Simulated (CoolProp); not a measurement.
Properties of ethanol at several states (Tc = 514.7 K, pc = 6268 kPa, ω = 0.644).

Model: reference Helmholtz-energy equation of state, Schroeder 2014, in CoolProp.

```csv
T (K),p (kPa),phase,density (kg/m³),cv (kJ/(kg K)),Joule-Thomson coefficient (K/MPa),viscosity (µPa s)
205.9,31200,liquid,880.0,1.582,-0.4671,13200
260.5,38.6,liquid,817.1,1.804,-0.4095,2440
271.7,1210,liquid,808.5,1.870,-0.3948,1890
432.1,21.7,gas,0.2789,1.694,22.99,12.8
508.7,12,gas,0.1308,1.925,10.63,15.0
453.6,24800,liquid,659.3,2.873,-0.05413,166
```

Viscosity comes from a separate model (Kiselev 2005).
